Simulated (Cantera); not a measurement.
A diamond (100) surface in a fixed gas of H2 with x(CH4) = 0.0034, x(H) = 0.0024, x(CH3) = 8e-05, at 1050 K; coverages are run to steady state.

Cantera simulation using the Harris–Goodwin 1993 mechanism for the reconstructed diamond (100) surface; the numbers are that mechanism's predictions, not measurements.

θ: site fractions in the mechanism's names (c6HH fully hydrogenated, c6H* and c6*H radical sites, c6** diradical, c6HM methylated).

| P (Pa) | growth (µm/h) | θ c6HH | θ c6H* | θ c6*H | θ c6** | θ c6HM |
|---|---|---|---|---|---|---|
| 1100 | ? | 0.550 | 0.0226 | 0.405 | 0.0129 | 0.00663 |
| 1900 | ? | 0.548 | 0.0226 | 0.404 | 0.0128 | 0.00857 |
| 3200 | ? | 0.547 | 0.0225 | 0.403 | 0.0128 | 0.0102 |
| 5300 | ? | 0.546 | 0.0225 | 0.402 | 0.0128 | 0.0115 |
| 8900 | ? | 0.545 | 0.0225 | 0.401 | 0.0128 | 0.0125 |
| 15000 | ? | 0.545 | 0.0225 | 0.401 | 0.0127 | 0.0132 |
| 25000 | ? | 0.545 | 0.0225 | 0.401 | 0.0127 | 0.0136 |
| 41000 | ? | 0.544 | 0.0226 | 0.400 | 0.0128 | 0.0139 |

Q: What belongs in the gaps?

A: 
- 1100, growth (µm/h): 0.267
- 1900, growth (µm/h): 0.587
- 3200, growth (µm/h): 1.17
- 5300, growth (µm/h): 2.17
- 8900, growth (µm/h): 3.95
- 15000, growth (µm/h): 7.00
- 25000, growth (µm/h): 12.0
- 41000, growth (µm/h): 20.1
